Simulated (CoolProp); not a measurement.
Vapour-liquid equilibrium of R124 (1) + R142b (2) at 366.5 K; x and y are mole fractions of (1).

Model: multi-fluid Helmholtz-energy mixture model, de Vries 1995 and Lemmon 2006; pair parameters Bell 2016, in CoolProp.

Question: Give the bubble pressure and the first vapour's composition at x = 0.05, 0.725, 0.875. Is there an azeotrope?

Answer: x = 0.05: 18.30 bar, y = 0.053; x = 0.725: 19.85 bar, y = 0.742; x = 0.875: 20.35 bar, y = 0.886. No azeotrope shows between x = 0.05 and 0.95.

The pair parameters rest on a limited set of measurements; away from them the model extrapolates.
